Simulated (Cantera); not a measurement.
Input (Python, Cantera) and output of one run.

```python
import numpy as np
import cantera as ct

gas_names = """
    Br Br2 H HBr H2 Si SiBr SiBr2 SiBr3 SiBr4 SiH SiHBr3 SiH2 SiH2Br2 SiH3 SiH3Br SiH4 Si2 Si3
""".split()
cond_names = """
    Br2(cr) Br2(L) Si(cr) Si(L)
""".split()


def load(file, names, dense=False):
    # The tables refer to 1 bar. Condensed volumes are neglected.
    table = {s.name: s for s in ct.Species.list_from_file(file)}
    out = []
    for n in names:
        d = dict(table[n].input_data)
        d["thermo"] = dict(d["thermo"], **{"reference-pressure": 1e5})
        if dense:
            d["equation-of-state"] = {"model": "constant-volume", "density": "1e6 g/cm^3"}
        out.append(ct.Species.from_dict(d))
    return out


gas = ct.Solution(thermo="ideal-gas", species=load("nasa_gas.yaml", gas_names))
cond = {s.name: ct.Solution(thermo="fixed-stoichiometry", species=[s], name=s.name)
        for s in load("nasa_condensed.yaml", cond_names, dense=True)}
atoms = {
    'Si': {'Si': 1},
    'Br2': {'Br': 2},
    'H2': {'H': 2},
}
top_T = {}  # K; cautious upper limits of use, not melting points


def equilibrate(T, P, feed):
    n = {}
    for name, mol in feed.items():
        for a, k in atoms[name].items():
            n[a] = n.get(a, 0.0) + k * mol
    gas.TPX = T, P, n
    mass = sum(n.values()) * gas.mean_molecular_weight
    gas.equilibrate("TP")
    valid = [c for c in cond.values() if c.min_temp <= T <= top_T.get(c.name, c.max_temp)]
    mix = ct.Mixture([(gas, mass / gas.mean_molecular_weight)] + [(c, 0.0) for c in valid])
    mix.T, mix.P = T, P
    mix.equilibrate("TP", solver="vcs", rtol=1e-11, max_steps=5000)
    return mix


results = []
T = 1200  # K
P = 1.1  # Pa
for m in [3.7, 5.7, 7.8, 9.8, 12, 14, 16, 18]:
    feed = {'Si': 1, 'Br2': 5, 'H2': m}  # mol
    mix = equilibrate(T, P, feed)
    results.append((T, P, feed, dict(zip(mix.species_names, mix.species_moles))))
    x = sorted(zip(gas.X, gas.species_names), reverse=True)
    print(f"T = {T:g} K  P = {P:g} Pa  n(H2) = {m:g} mol  gas = {mix.phase_moles(0):.4g} mol")
    print("   x: " + "  ".join(f"{s} {v:.3e}" for v, s in x if v > 1e-05))
    print("   condensed (mol): " + ("  ".join(f"{mix.phase(i).name} {mix.phase_moles(i):.4g}"
          for i in range(1, mix.n_phases) if mix.phase_moles(i) > 1e-12) or "none"))
```

Output:

```
T = 1200 K  P = 1.1 Pa  n(H2) = 3.7 mol  gas = 8.933 mol
   x: HBr 7.544e-01  Br 9.661e-02  SiBr2 8.718e-02  H2 3.701e-02  SiBr4 1.973e-02  SiBr3 5.023e-03  Br2 6.075e-05  SiHBr3 1.583e-05  H 1.145e-05
   condensed (mol): none
T = 1200 K  P = 1.1 Pa  n(H2) = 5.7 mol  gas = 10.87 mol
   x: HBr 6.874e-01  H2 1.807e-01  SiBr2 8.660e-02  Br 3.985e-02  SiBr4 3.333e-03  SiBr3 2.058e-03  H 2.529e-05  SiHBr3 1.433e-05  Br2 1.033e-05
   condensed (mol): none
T = 1200 K  P = 1.1 Pa  n(H2) = 7.8 mol  gas = 12.95 mol
   x: HBr 5.882e-01  H2 3.084e-01  SiBr2 7.483e-02  Br 2.610e-02  SiBr4 1.236e-03  SiBr3 1.165e-03  H 3.304e-05  SiHBr3 1.060e-05
   condensed (mol): none
T = 1200 K  P = 1.1 Pa  n(H2) = 9.8 mol  gas = 14.93 mol
   x: HBr 5.136e-01  H2 3.994e-01  SiBr2 6.553e-02  Br 2.002e-02  SiBr3 7.826e-04  SiBr4 6.370e-04  H 3.760e-05
   condensed (mol): none
T = 1200 K  P = 1.1 Pa  n(H2) = 12 mol  gas = 17.13 mol
   x: H2 4.757e-01  HBr 4.498e-01  SiBr2 5.747e-02  Br 1.607e-02  SiBr3 5.507e-04  SiBr4 3.596e-04  H 4.104e-05
   condensed (mol): none
T = 1200 K  P = 1.1 Pa  n(H2) = 14 mol  gas = 19.12 mol
   x: H2 5.302e-01  HBr 4.038e-01  SiBr2 5.163e-02  Br 1.366e-02  SiBr3 4.208e-04  SiBr4 2.337e-04  H 4.333e-05
   condensed (mol): none
T = 1200 K  P = 1.1 Pa  n(H2) = 16 mol  gas = 21.12 mol
   x: H2 5.745e-01  HBr 3.662e-01  SiBr2 4.685e-02  Br 1.191e-02  SiBr3 3.327e-04  SiBr4 1.610e-04  H 4.510e-05
   condensed (mol): none
T = 1200 K  P = 1.1 Pa  n(H2) = 18 mol  gas = 23.12 mol
   x: H2 6.111e-01  HBr 3.350e-01  SiBr2 4.287e-02  Br 1.056e-02  SiBr3 2.699e-04  SiBr4 1.159e-04  H 4.651e-05
   condensed (mol): none
```

Method: chemical equilibrium by Gibbs-energy minimisation in Cantera with the NASA 1993 tables (ideal gas, pure condensed phases). The tables' values for SiBr3 are old estimates; treat these amounts as uncertain.
